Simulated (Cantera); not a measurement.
Mixture: 14.2 % CH4, 1.20 % C2H6, 17.2 % O2, 64.5 % N2, 2.98 % H2O, equivalence ratio 1.9, at 33.0 bar, adiabatic and at constant volume. Ignition delay is the time to a rise of 400 K.

Computed with Cantera and GRI-Mech 3.0 (53 species, 325 reactions). The pressure lies above the range GRI-Mech 3.0 was tuned for (to about 10 atm).

Predict: delay at 1175 K; delay at 1275 K; delay at 1375 K; delay at 1475 K; delay at 1575 K; delay at 1675 K; delay at 1775 K; apparent activation energy between 1575 and 1775 K.

delay at 1175 K: 0.481 ms
delay at 1275 K: 0.169 ms
delay at 1375 K: 70.6 µs
delay at 1475 K: 31.8 µs
delay at 1575 K: 14.8 µs
delay at 1675 K: 7.16 µs
delay at 1775 K: 3.63 µs
apparent activation energy between 1575 and 1775 K: 160 kJ/mol
